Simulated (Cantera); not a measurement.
An adiabatic, constant-volume homogeneous reactor starts with CH₄ : O₂ : N₂ = 1 : 1.67 : 6 (molar parts), equivalence ratio 1.2, at 1448 K and 6.40 bar. Integrator tolerance rtol = 1e-08.

Cantera simulation using GRI-Mech 3.0 (53 species, 325 reactions); the numbers are that mechanism's predictions, not measurements. Above 3000 K some thermodynamic fits are extrapolated.

| quantity | before | after |
|---|---|---|
| time of steepest temperature rise | 0.449 ms | 1.57 ms |
| temperature at 6.00 s | 3106 K | 2056 K |
| equilibrium temperature | 3106 K | 2056 K |
| x(CH₄) at 6.00 s | 1.45e-12 (gas-phase equilibrium 1.77e-12) | 4.69e-8 (gas-phase equilibrium 5.29e-8) |
| x(O₂) at 6.00 s | 0.00652 (gas-phase equilibrium 0.00652) | 1.08e-9 (gas-phase equilibrium 1.08e-9) |
| x(C₂H₂) at 6.00 s | <1e-12 (gas-phase equilibrium <1e-12) | 3.19e-11 (gas-phase equilibrium 3.62e-11) |
| x(H₂) at 6.00 s | 0.0344 (gas-phase equilibrium 0.0344) | 0.179 (gas-phase equilibrium 0.179) |
| x(NO) at 6.00 s | 0.00863 (gas-phase equilibrium 0.00863) | 6.12e-7 (gas-phase equilibrium 5.89e-7) |
| x(H₂O₂) at 6.00 s | 1.04e-6 (gas-phase equilibrium 1.04e-6) | 1.03e-11 (gas-phase equilibrium 1.03e-11) |
| x(C₂H₄) at 6.00 s | <1e-12 (gas-phase equilibrium <1e-12) | <1e-12 (gas-phase equilibrium <1e-12) |

Question: Which change was made?
A) O2 1.67 to 1.1 parts
B) constant pressure in place of constant volume
C) CH4 1 to 2.1 parts
D) O2 1.67 to 0.72 parts

Answer: D, O2 1.67 to 0.72 parts
